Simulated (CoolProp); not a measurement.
Vapour-liquid equilibrium of carbon dioxide (1) + hydrogen sulfide (2) at 241.1 K; x and y are mole fractions of (1).

Values from CoolProp's multi-fluid Helmholtz-energy mixture model, Span 1996 and Lemmon 2006; pair parameters Kunz 2012.

```tsv
x	bubble pressure (kPa)	y at the bubble point	dew pressure at overall composition x (kPa)	liquid density (mol/L)
0.05	[?]	[?]	369.6	[?]
0.2	773.1	0.599	432.6	26.22
0.35	956.6	0.708	520.4	[?]
0.5	1076	0.769	649.9	24.92
0.65	1167	[?]	852.6	24.27
0.8	1247	0.878	1134	23.97
0.95	1315	[?]	1308	24.31
```

Task: Fill in the missing entries.

Result: 
- 0.05, bubble pressure (kPa): 480.3
- 0.05, y at the bubble point: 0.288
- 0.05, liquid density (mol/L): 26.40
- 0.35, liquid density (mol/L): 25.65
- 0.65, y at the bubble point: 0.820
- 0.95, y at the bubble point: 0.962

No azeotrope shows between x = 0.05 and 0.95.

The pair parameters rest on a limited set of measurements; away from them the model extrapolates.
